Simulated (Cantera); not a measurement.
# Ta2O5 + CH4 + H2 + CO (carbothermic reduction)

Charge: 1 mol Ta2O5, 2.4 mol CH4, 0.1 mol H2, 7.4 mol CO, at 0.0100 bar.

Method: chemical equilibrium by Gibbs-energy minimisation in Cantera with the NASA 1993 tables (ideal gas, pure condensed phases). Candidate condensed phases: C, C6H6, C7H8, C8H18, H2O, Ta, TaC, Ta2O5; 113 gas species. Mutual solubility and eutectic melting of coexisting phases are not modelled. TaC: taken at fixed stoichiometry. Condensed phases not in the tables: Ta2C, N, O or C dissolved in the metal. Kinetics and transport are ignored.

From 1198 K to 1948 K the condensed part is TaC(s) + Ta2O5(s). From 2098 K to 2398 K the condensed part is Ta(s) + Ta2O5(l). At 2548 K the condensed part is Ta(s).

| T (K) | x CO | x H2 | x H | x TaO2 | x TaO | n TaC(s) | n Ta2O5(s) | n Ta(s) | n Ta2O5(l) |
|---|---|---|---|---|---|---|---|---|---|
| 1198 | 0.650 | 0.349 | 1.12e-6 | <1e-12 | <1e-12 | 0.688 | 0.656 | 0 | 0 |
| 1348 | 0.650 | 0.349 | 1.37e-5 | <1e-12 | <1e-12 | 0.688 | 0.656 | 0 | 0 |
| 1498 | 0.650 | 0.349 | 0.000102 | 2.11e-10 | 3.32e-12 | 0.689 | 0.656 | 0 | 0 |
| 1648 | 0.650 | 0.349 | 0.000526 | 2.46e-8 | 8.88e-10 | 0.689 | 0.655 | 0 | 0 |
| 1798 | 0.649 | 0.348 | 0.00208 | 1.26e-6 | 9.15e-8 | 0.690 | 0.655 | 0 | 0 |
| 1948 | 0.648 | 0.345 | 0.00663 | 3.44e-5 | 4.54e-6 | 0.690 | 0.655 | 0 | 0 |
| 2098 | 0.660 | 0.321 | 0.0174 | 0.000504 | 9.84e-5 | 0 | 0 | 0.965 | 0.513 |
| 2248 | 0.650 | 0.304 | 0.0405 | 0.00374 | 0.000800 | 0 | 0 | 0.952 | 0.490 |
| 2398 | 0.621 | 0.269 | 0.0816 | 0.0211 | 0.00494 | 0 | 0 | 0.862 | 0.364 |
| 2548 | 0.563 | 0.209 | 0.142 | 0.0636 | 0.0199 | 0 | 0 | 0.548 | 0 |
x: gas mole fraction; n: condensed amount in mol.
